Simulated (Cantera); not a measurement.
# Equilibrium for fluorocarbon and chlorocarbon gases: CH2F2 + CH4 + HCl

A closed system holds: 1 mol CH2F2, 0.35 mol CH4, a varied amount of HCl, at 1775 K and 1.33 mbar.

Equilibrium computed with Cantera from the NASA thermochemical tables; the gas is ideal and each condensed phase is pure. Candidate condensed phases: C, C6H6, C7H8, C8H18; 118 gas species. The numbers say what is thermodynamically allowed, not how fast it happens.

From 0.011 mol HCl to 2.7 mol HCl the condensed part is C(graphite). The main C-bearing gas is C2H2 (acetylene) throughout.

```json
[
 {"n(HCl) (mol)": "0.011", "x HF": "0.736", "x HCl": "0.00400", "x H2": "0.256", "x Cl": "4.82e-5", "x H": "0.00401", "x C2H2 (acetylene)": "3.64e-5", "x F": "1.70e-6", "n C(graphite)": "1.35"},
 {"n(HCl) (mol)": "0.017", "x HF": "0.735", "x HCl": "0.00617", "x H2": "0.255", "x Cl": "7.44e-5", "x H": "0.00400", "x C2H2 (acetylene)": "3.63e-5", "x F": "1.69e-6", "n C(graphite)": "1.35"},
 {"n(HCl) (mol)": "0.027", "x HF": "0.732", "x HCl": "0.00976", "x H2": "0.254", "x Cl": "0.000118", "x H": "0.00400", "x C2H2 (acetylene)": "3.62e-5", "x F": "1.69e-6", "n C(graphite)": "1.35"},
 {"n(HCl) (mol)": "0.043", "x HF": "0.728", "x HCl": "0.0155", "x H2": "0.253", "x Cl": "0.000187", "x H": "0.00399", "x C2H2 (acetylene)": "3.60e-5", "x F": "1.68e-6", "n C(graphite)": "1.35"},
 {"n(HCl) (mol)": "0.068", "x HF": "0.721", "x HCl": "0.0242", "x H2": "0.250", "x Cl": "0.000295", "x H": "0.00397", "x C2H2 (acetylene)": "3.57e-5", "x F": "1.68e-6", "n C(graphite)": "1.35"},
 {"n(HCl) (mol)": "0.11", "x HF": "0.710", "x HCl": "0.0386", "x H2": "0.247", "x Cl": "0.000473", "x H": "0.00394", "x C2H2 (acetylene)": "3.51e-5", "x F": "1.66e-6", "n C(graphite)": "1.35"},
 {"n(HCl) (mol)": "0.17", "x HF": "0.695", "x HCl": "0.0584", "x H2": "0.242", "x Cl": "0.000723", "x H": "0.00390", "x C2H2 (acetylene)": "3.44e-5", "x F": "1.65e-6", "n C(graphite)": "1.35"},
 {"n(HCl) (mol)": "0.27", "x HF": "0.672", "x HCl": "0.0896", "x H2": "0.234", "x Cl": "0.00113", "x H": "0.00383", "x C2H2 (acetylene)": "3.33e-5", "x F": "1.62e-6", "n C(graphite)": "1.35"},
 {"n(HCl) (mol)": "0.43", "x HF": "0.637", "x HCl": "0.135", "x H2": "0.222", "x Cl": "0.00175", "x H": "0.00373", "x C2H2 (acetylene)": "3.16e-5", "x F": "1.57e-6", "n C(graphite)": "1.35"},
 {"n(HCl) (mol)": "0.68", "x HF": "0.590", "x HCl": "0.198", "x H2": "0.206", "x Cl": "0.00266", "x H": "0.00360", "x C2H2 (acetylene)": "2.93e-5", "x F": "1.51e-6", "n C(graphite)": "1.35"},
 {"n(HCl) (mol)": "1.1", "x HF": "0.524", "x HCl": "0.284", "x H2": "0.184", "x Cl": "0.00404", "x H": "0.00340", "x C2H2 (acetylene)": "2.62e-5", "x F": "1.42e-6", "n C(graphite)": "1.35"},
 {"n(HCl) (mol)": "1.7", "x HF": "0.453", "x HCl": "0.379", "x H2": "0.160", "x Cl": "0.00577", "x H": "0.00317", "x C2H2 (acetylene)": "2.27e-5", "x F": "1.32e-6", "n C(graphite)": "1.35"},
 {"n(HCl) (mol)": "2.7", "x HF": "0.368", "x HCl": "0.489", "x H2": "0.132", "x Cl": "0.00821", "x H": "0.00288", "x C2H2 (acetylene)": "1.87e-5", "x F": "1.18e-6", "n C(graphite)": "1.35"}
]
```
x: gas mole fraction; n: condensed amount in mol.
